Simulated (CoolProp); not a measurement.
Computed with CoolProp (reference Helmholtz-energy equation of state, Lemmon 2006). It is a short technical equation, of lower accuracy than the large ones.

**Question.** For carbon monoxide, give the phase and the cv (kJ/(kg K)), speed of sound (m/s), Joule-Thomson coefficient (K/MPa) at 162.1 K and 0.146 MPa; 157.9 K and 1.28 MPa.

**Answer.** 
- 162.1 K and 0.146 MPa: gas; cv 0.744, speed of sound 259, Joule-Thomson coefficient 7.56
- 157.9 K and 1.28 MPa: gas; cv 0.765, speed of sound 248, Joule-Thomson coefficient 7.85
